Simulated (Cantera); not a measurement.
Charge: 1 mol SiHCl₃, 0.025 mol Cl₂, 6.4 mol N₂, equilibrated at 1700 K and 13.3 mbar.

Cantera equilibrium calculation (NASA polynomials, part measured and part estimated; ideal gas, pure solids and liquids). Candidate condensed phases: NH₄Cl, Si, Si₃N₄; 28 gas species. The tables' values for SiCl₃, SiCl are old estimates; treat these amounts as uncertain. Rates play no part.

Base state: N₂ 0.766, HCl 0.106, SiCl₂ 0.104, SiCl₃ 0.0125, H₂ 0.00677, SiCl₄ 0.00294, Cl 0.00128, H 0.000105 (mole fractions); condensed: gas only.

**Question.** What changes in the equilibrium state with this change: pressure from 13.3 mbar to 3.60 mbar?

**Answer.** 
```json
[
 {"species": "N₂", "before": "0.766", "after": "0.763"},
 {"species": "HCl", "before": "0.106", "after": "0.110"},
 {"species": "SiCl₂", "before": "0.104", "after": "0.109"},
 {"species": "SiCl₃", "before": "0.0125", "after": "0.00882"},
 {"species": "SiHCl₃", "before": "3.64e-5", "after": "1.07e-5"},
 {"species": "Cl", "before": "0.00128", "after": "0.00320"}
]
```
